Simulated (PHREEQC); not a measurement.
NaOH is added in steps, without added water, to 1 kg of water holding 0.077 mol/kgw HF, 0.00057 mol/kgw NH4HF2 and 0.064 mol/kgw HCl, at 93 °C. Oxygen alone is held at its pressure in air (log pO2 = -0.68). No CO2 enters from the air. No solid was allowed to form.

Base run: PHREEQC, ion-association model, phreeqc.dat. Each further column changes one thing. The table gives pH.

```
NaOH added (mol)   base  diluted 5-fold with water  HCl from 0.064 to 0.0704 mol/kgw  HCl from 0.064 to 0.032 mol/kgw  solids may form
----------------  -----  -------------------------  --------------------------------  -------------------------------  ---------------
0                  1.28                          …                              1.24                             1.56             1.28
0.015              1.39                       3.10                              1.34                             1.82             1.39
0.0225             1.47                       3.94                              1.41                             2.02             1.47
0.0375             1.65                      10.22                              1.57                             2.66             1.65
0.045              1.79                      10.47                              1.67                             2.95             1.79
0.06               2.23                      10.74                              2.00                             3.38             2.23
0.0675             2.56                          …                              2.28                             3.57             2.56
0.0825             3.10                      10.96                              2.89                             3.94             3.10
0.09               3.31                      11.01                              3.13                             4.16             3.31
0.105              3.68                      11.10                              3.52                             4.92             3.68
0.1125             3.86                      11.14                              3.70                             9.59             3.86
0.1275             4.33                      11.20                              4.10                            10.45             4.33
0.135              4.72                      11.23                              4.37                            10.60             4.72
0.15              10.09                      11.28                              9.37                                …            10.09
```

Problem. Some entries are withheld; supply them.

Solution. 
- 0, diluted 5-fold with water: 1.94
- 0.0675, diluted 5-fold with water: 10.83
- 0.15, HCl from 0.064 to 0.032 mol/kgw: 10.80

At this temperature some constants are extrapolated from 25 °C, and those without enthalpy data are left unchanged. Solids allowed in the column 'solids may form': Halite.
